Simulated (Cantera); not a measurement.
An isothermal, constant-pressure homogeneous reactor starts with NO : N₂ = 1 : 7.3 (molar parts), at 1525 K and 900 Torr.

Detailed kinetics in Cantera: GRI-Mech 3.0 (53 species, 325 reactions).

Q: Predict: x(NO) at 80.0 s; x(NO₂) at 80.0 s; x(N₂O) at 80.0 s; x(O) at 80.0 s; x(N₂) at 80.0 s; x(O₂) at 80.0 s.

A: 
```
Item                                                 Value
----------------  ----------------------------------------
x(NO) at 80.0 s    0.0927 (gas-phase equilibrium 0.000808)
x(NO₂) at 80.0 s  0.000131 (gas-phase equilibrium 2.34e-6)
x(N₂O) at 80.0 s   3.01e-6 (gas-phase equilibrium 5.88e-8)
x(O) at 80.0 s     6.26e-7 (gas-phase equilibrium 1.27e-6)
x(N₂) at 80.0 s        0.893 (gas-phase equilibrium 0.939)
x(O₂) at 80.0 s      0.0138 (gas-phase equilibrium 0.0598)
```
